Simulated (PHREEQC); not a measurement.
Solution (20 °C): 1.2 mmol/kgw SrCl2 and 0.0011 mmol/kgw NaHCO3. Closed to the air; pH follows from the charge balance.

Model: Pitzer model, pitzer.dat, run in PHREEQC.

Problem. The ionic strength comes out as 0.00360 mol/kgw. What activity coefficients do Cl-, Na+, Sr+2 get?

Solution. Cl- 0.94, Na+ 0.94, Sr+2 0.78. Single-ion values are on the MacInnes scale.

Precipitation was switched off in this run.
